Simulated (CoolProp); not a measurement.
The fluid at 293.15 K and 0.961 MPa is throttled through a valve to 0.631 MPa with no heat exchange. The same conditions are run with several fluids, on thermodynamics alone (safety and materials aside).

Model: reference Helmholtz-energy equation of state of each fluid (CH2F2 (R32): Tillner-Roth 1997; CH3F (R41): Lemmon 2006; C2F6 (R116): Lemmon 2006; carbon monoxide: Lemmon 2006; ethylene: Smukala 2000), in CoolProp.

```tsv
fluid	temperature change (K)	final density (kg/m³)
CH2F2 (R32)	-9.0	15.4
CH3F (R41)	-6.3	9.59
C2F6 (R116)	-3.2	39.1
carbon monoxide	-0.8	7.29
ethylene	-3.6	7.66
```
